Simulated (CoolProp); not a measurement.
The fluid at 306.64 K and 4.7 MPa expands adiabatically to 0.322 MPa with isentropic efficiency 0.7. The same conditions are run with several fluids, on thermodynamics alone (safety and materials aside).

Model: reference Helmholtz-energy equation of state of each fluid (C2F6 (R116): Lemmon 2006; nitrogen: Span 2000; methane: Setzmann 1991; CF4 (R14): Platzer 1990; dry air: Lemmon 2000), in CoolProp. The equations of Platzer and Polt are older, rougher fits. Blends and air are pseudo-pure fits.

**Question.** Rank C2F6 (R116), nitrogen, methane, CF4 (R14), dry air by work (kJ/kg), highest first.

**Answer.** methane (203), nitrogen (116), dry air (112), CF4 (R14) (39.1), C2F6 (R116) (14.9)

```csv
fluid,final temperature (K),final phase,final density (kg/m³)
C2F6 (R116),219.7,"two-phase, vapour fraction 0.887",30.5
nitrogen,187.4,gas,5.84
methane,194.5,gas,3.27
CF4 (R14),220.4,gas,16.0
dry air,187.0,gas,6.06
```
